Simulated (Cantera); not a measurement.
An isothermal, constant-pressure homogeneous reactor starts with N₂O = 1 (molar parts), at 1550 K and 0.0200 bar. Integrator tolerance rtol = 1e-08.

Model: GRI-Mech 3.0 (53 species, 325 reactions), integrated in Cantera. GRI-Mech 3.0 was tuned for natural gas; its chemistry of N2O as a main component is partial and can be far from experiment. Radical loss at walls, strong at low pressure, is not modelled. The temperature is held fixed by assumption; the heat of reaction is taken as removed at once.

Q: What does this change do: pressure from 0.0200 bar to 0.133 bar?

A: 
| quantity | before | after |
|---|---|---|
| x(N₂O) at 2.00 s | 0.0125 (gas-phase equilibrium 1.42e-8) | 9.32e-6 (gas-phase equilibrium 3.66e-8) |
| x(NO) at 2.00 s | 0.179 (gas-phase equilibrium 0.00180) | 0.173 (gas-phase equilibrium 0.00180) |
| x(O) at 2.00 s | 9.34e-5 (gas-phase equilibrium 3.21e-5) | 1.08e-5 (gas-phase equilibrium 1.24e-5) |
| x(N₂) at 2.00 s | 0.569 (gas-phase equilibrium 0.666) | 0.580 (gas-phase equilibrium 0.666) |
| x(NO₂) at 2.00 s | 5.54e-5 (gas-phase equilibrium 1.48e-6) | 0.000315 (gas-phase equilibrium 3.81e-6) |
| x(O₂) at 2.00 s | 0.240 (gas-phase equilibrium 0.332) | 0.247 (gas-phase equilibrium 0.332) |

Q: What does this change do: temperature 1550 to 1250 K?

A: 
```
quantity                                           before                                     after
----------------  ---------------------------------------  ----------------------------------------
x(N₂O) at 2.00 s   0.0125 (gas-phase equilibrium 1.42e-8)     0.913 (gas-phase equilibrium 2.91e-9)
x(NO) at 2.00 s     0.179 (gas-phase equilibrium 0.00180)  0.00727 (gas-phase equilibrium 0.000329)
x(O) at 2.00 s    9.34e-5 (gas-phase equilibrium 3.21e-5)   3.85e-6 (gas-phase equilibrium 2.84e-7)
x(N₂) at 2.00 s       0.569 (gas-phase equilibrium 0.666)      0.0541 (gas-phase equilibrium 0.667)
x(NO₂) at 2.00 s  5.54e-5 (gas-phase equilibrium 1.48e-6)   1.32e-6 (gas-phase equilibrium 7.83e-7)
x(O₂) at 2.00 s       0.240 (gas-phase equilibrium 0.332)      0.0252 (gas-phase equilibrium 0.333)
```
The mechanism lacks the step 2 NO + O2 → 2 NO2, which can matter for NO2 below about 1400 K.
